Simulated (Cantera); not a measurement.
A closed system holds: 1 mol TEOS, 0.16 mol O₂, a varied amount of N₂, equilibrated at 1150 K and 0.133 bar.

Cantera equilibrium calculation (NASA polynomials, part measured and part estimated; ideal gas, pure solids and liquids). Candidate condensed phases: C, C₆H₆, C₇H₈, C₈H₁₈, H₂O, Si, SiC, SiO₂, Si₂N₂O, Si₃N₄; 151 gas species. The feed counts by its element totals alone. N₂ is the only nitrogen source here; it is nearly inert below about 1500 K, so the nitride shown seldom forms there in practice. Mutual solubility and eutectic melting of coexisting phases are not modelled. The tables hold silica as quartz up to 1696 K and as liquid above; real silica turns to tridymite and cristobalite and melts near 1996 K. Rates play no part.

Task: Which condensed phases are stable at each of these points (n(N₂) (mol)): 16, 29, 42, 55, 68, 81, 94, 110?

Result: 
```tsv
n(N₂) (mol)	condensed phases	Si condensed (%)
16	C(graphite) + SiO₂(β-quartz)	100.0
29	C(graphite) + SiO₂(β-quartz)	100.0
42	C(graphite) + SiO₂(β-quartz)	100.0
55	C(graphite) + SiO₂(β-quartz)	100.0
68	C(graphite) + SiO₂(β-quartz)	100.0
81	C(graphite) + SiO₂(β-quartz)	100.0
94	C(graphite) + SiO₂(β-quartz) + Si₂N₂O(s)	100.0
110	C(graphite) + SiO₂(β-quartz) + Si₂N₂O(s)	100.0
```

From 16 mol N₂ to 81 mol N₂ the condensed part is C(graphite) + SiO₂(β-quartz). From 94 mol N₂ to 110 mol N₂ the condensed part is C(graphite) + SiO₂(β-quartz) + Si₂N₂O(s).
